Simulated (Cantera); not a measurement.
An adiabatic, constant-volume homogeneous reactor starts with H2 : O2 : N2 : H2O = 1 : 0.333 : 1.25 : 0.11 (molar parts), equivalence ratio 1.5, at 1525 K and 1.01 bar. Integrator tolerance rtol = 1e-08.

Detailed kinetics in Cantera: GRI-Mech 3.0 (53 species, 325 reactions).

**Question.** What does this change do: initial temperature 1525 to 1225 K?

**Answer.** 
| quantity | before | after |
|---|---|---|
| time of steepest temperature rise | 12.7 µs | 43.4 µs |
| temperature at 0.100 s | 2959 K | 2891 K |
| equilibrium temperature | 2959 K | 2891 K |
| x(H2) at 0.100 s | 0.143 (gas-phase equilibrium 0.143) | 0.141 (gas-phase equilibrium 0.141) |
| x(O2) at 0.100 s | 0.00317 (gas-phase equilibrium 0.00317) | 0.00188 (gas-phase equilibrium 0.00188) |
| x(H2O) at 0.100 s | 0.276 (gas-phase equilibrium 0.276) | 0.292 (gas-phase equilibrium 0.292) |
| x(NO) at 0.100 s | 0.00448 (gas-phase equilibrium 0.00448) | 0.00319 (gas-phase equilibrium 0.00319) |
| x(N2O) at 0.100 s | 2.72e-7 (gas-phase equilibrium 2.72e-7) | 2.13e-7 (gas-phase equilibrium 2.13e-7) |
| x(H2O2) at 0.100 s | 3.39e-7 (gas-phase equilibrium 3.39e-7) | 2.72e-7 (gas-phase equilibrium 2.72e-7) |

**Question.** What does this change do: H2O 0.11 to 0.26 parts?

**Answer.** 
```json
[
 {"quantity": "time of steepest temperature rise", "before": "12.7 µs", "after": "13.5 µs"},
 {"quantity": "temperature at 0.100 s", "before": "2959 K", "after": "2898 K"},
 {"quantity": "equilibrium temperature", "before": "2959 K", "after": "2898 K"},
 {"quantity": "x(H2) at 0.100 s", "before": "0.143 (gas-phase equilibrium 0.143)", "after": "0.137 (gas-phase equilibrium 0.137)"},
 {"quantity": "x(O2) at 0.100 s", "before": "0.00317 (gas-phase equilibrium 0.00317)", "after": "0.00307 (gas-phase equilibrium 0.00307)"},
 {"quantity": "x(H2O) at 0.100 s", "before": "0.276 (gas-phase equilibrium 0.276)", "after": "0.319 (gas-phase equilibrium 0.319)"},
 {"quantity": "x(NO) at 0.100 s", "before": "0.00448 (gas-phase equilibrium 0.00448)", "after": "0.00397 (gas-phase equilibrium 0.00397)"},
 {"quantity": "x(N2O) at 0.100 s", "before": "2.72e-7 (gas-phase equilibrium 2.72e-7)", "after": "2.31e-7 (gas-phase equilibrium 2.31e-7)"},
 {"quantity": "x(H2O2) at 0.100 s", "before": "3.39e-7 (gas-phase equilibrium 3.39e-7)", "after": "3.47e-7 (gas-phase equilibrium 3.47e-7)"}
]
```
